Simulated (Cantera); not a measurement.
An isothermal, constant-pressure homogeneous reactor starts with 0.725 % H2, 99.3 % O2, equivalence ratio 0.0037, at 975 K and 20.0 Torr.

Model: the H2/O2 subset of GRI-Mech 3.0, which has no nitrogen chemistry, integrated in Cantera. Radical loss at walls, strong at low pressure, is not modelled.

One state of this run: x H2 = 1.59e-8; x O2 = 0.993; x HO2 = 3.05e-8; x H2O2 = 4.07e-9; x H = 2.51e-9; x O = 1.86e-6; x OH = 4.46e-6. x: mole fraction; the columns are a selection and need not sum to one.

Which value of t (s) does it belong to?
A. 0.375
B. 2.00
C. 0.000200
D. 0.000462

B, 2.00
